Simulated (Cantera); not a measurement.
Feed: 1 mol Cr, 2.6 mol NH₃, 1.1 mol N₂, 3.8 mol N₂O, at 133 Pa.

These are equilibrium values from Cantera (NASA tables, ideal gas, pure condensed phases), not measurements of a reactor. Candidate condensed phases: Cr, CrN, Cr₂N, Cr₂O₃, H₂O; 29 gas species. Kinetics and transport are ignored.

Which condensed phases are stable at each of these points (T (°C)): 550, 750, 950, 1150, 1350, 1550, 1750, 1950, 2150?


| T (°C) | condensed phases | Cr condensed (%) |
|---|---|---|
| 550 | Cr₂O₃(s) | 100.0 |
| 750 | Cr₂O₃(s) | 100.0 |
| 950 | Cr₂O₃(s) | 100.0 |
| 1150 | Cr₂O₃(s) | 100.0 |
| 1350 | Cr₂O₃(s) | 100.0 |
| 1550 | Cr₂O₃(s) | 99.9 |
| 1750 | Cr₂O₃(s) | 96.7 |
| 1950 | Cr₂O₃(s) | 28.5 |
| 2150 | gas only | 0.0 |

From 550 °C to 1950 °C the condensed part is Cr₂O₃(s). At 2150 °C nothing is condensed.
